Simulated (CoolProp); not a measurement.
Vapour-liquid equilibrium of R22 (1) + n-hexane (2) at 274.7 K; x and y are mole fractions of (1).

The numbers come from the multi-fluid Helmholtz-energy mixture model, Kamei 1995 and Thol 2019; pair parameters Bell 2016 in CoolProp.

Task: Give the bubble pressure and the first vapour's composition at x = 0.05, 0.2, 0.725. Is there an azeotrope?

Result: x = 0.05: 0.04792 MPa, y = 0.866; x = 0.2: 0.1607 MPa, y = 0.964; x = 0.725: 0.3995 MPa, y = 0.991. No azeotrope shows between x = 0.05 and 0.95.

Pair parameters are fitted to limited data, so mixtures are less certain than the pure fluids. With so large a gap from Raoult's law the liquid may split in two, which this calculation doesn't test in full.
